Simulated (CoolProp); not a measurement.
Vapour-liquid equilibrium of R134a (1) + methanol (2) at 0.498 MPa; x and y are mole fractions of (1).

The numbers come from the multi-fluid Helmholtz-energy mixture model, Tillner-Roth 1994 and de Reuck 1993; pair parameters Bell 2016 in CoolProp.

```csv
x,bubble temperature (K),y at the bubble point,dew temperature at overall composition x (K),liquid density (mol/L)
0.05,353.7,0.626,382.6,21.94
0.15,323.1,0.889,378.8,21.21
0.25,312.4,0.933,374.7,19.99
0.35,307.3,0.949,370.1,18.72
0.45,304.1,0.958,365.0,17.50
0.55,301.5,0.965,359.0,16.36
0.65,299.0,0.972,351.8,15.31
0.75,296.3,0.979,342.7,14.33
0.85,293.5,0.987,329.9,13.42
0.95,290.4,0.995,307.0,12.57
```

No azeotrope shows between x = 0.05 and 0.95.

The pair parameters rest on a limited set of measurements; away from them the model extrapolates. With so large a gap from Raoult's law the liquid may split in two, which this calculation doesn't test in full.
